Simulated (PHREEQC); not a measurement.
A solution holds 0.12 mol CaCl2 and 0.13 mol CuCl2 per kg of water, at 80 °C. Closed to the air; pH follows from the charge balance.

All values are PHREEQC results (ion-association model, wateq4f.dat), not measurements.

No solid was allowed to form.

Question: Estimate the pH, activity of water, ionic strength.

Answer: pH 3.93; activity of water 0.989; ionic strength 0.557 mol/kgw.

Question: In which forms is Cl present?

Answer: Cl- 80 %, CuCl+ 16 %, CuCl2 3.8 % of the Cl.

Examples of supersaturated solids here: Atacamite. Others may be too. At this temperature some constants are extrapolated from 25 °C, and those without enthalpy data are left unchanged.
